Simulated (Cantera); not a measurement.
Feed: 1 mol SiH2Cl2, 0.24 mol NH3, 36 mol H2, held at 0.100 bar.

Method: chemical equilibrium by Gibbs-energy minimisation in Cantera with the NASA 1993 tables (ideal gas, pure condensed phases). Candidate condensed phases: NH4Cl, Si, Si3N4; 28 gas species. Mutual solubility and eutectic melting of coexisting phases are not modelled. Gases not in the tables: Si2H6 and higher silanes. Rates play no part.

Question: Which condensed phases are stable at each of these points (T (K)): 873, 1073, 1273, 1473, 1673, 1873, 2073?

Answer: 
```csv
T (K),condensed phases,Si condensed (%)
873,Si(s) + Si3N4(s),47.5
1073,Si(s) + Si3N4(s),61.7
1273,Si(s) + Si3N4(s),77.0
1473,Si(s) + Si3N4(s),78.1
1673,Si(s),76.5
1873,Si(l),79.4
2073,Si(l),77.1
```

From 873 K to 1473 K the condensed part is Si(s) + Si3N4(s). At 1673 K the condensed part is Si(s). From 1873 K to 2073 K the condensed part is Si(l).
